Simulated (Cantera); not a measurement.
An isothermal, constant-pressure homogeneous reactor starts with CO : O₂ : H₂O : N₂ = 0.0061 : 0.024 : 0.00035 : 1 (molar parts), equivalence ratio 0.13, at 1000 K and 278 Torr. Integrator tolerance rtol = 1e-08.

Model: GRI-Mech 3.0 (53 species, 325 reactions), integrated in Cantera.

Q: What does this change do: temperature 1000 to 1423 K?

A: 
| quantity | before | after |
|---|---|---|
| x(CO) at 30.0 s | 2.18e-6 (gas-phase equilibrium 4.19e-12) | 9.96e-8 (gas-phase equilibrium 1.00e-7) |
| x(O₂) at 30.0 s | 0.0204 (gas-phase equilibrium 0.0204) | 0.0204 (gas-phase equilibrium 0.0202) |
| x(H₂O) at 30.0 s | 0.000341 (gas-phase equilibrium 0.000341) | 0.000340 (gas-phase equilibrium 0.000340) |
| x(N₂O) at 30.0 s | 4.72e-7 (gas-phase equilibrium 6.05e-10) | 1.22e-8 (gas-phase equilibrium 1.21e-8) |
| x(NO) at 30.0 s | 3.32e-8 (gas-phase equilibrium 1.09e-5) | 3.25e-6 (gas-phase equilibrium 0.000285) |
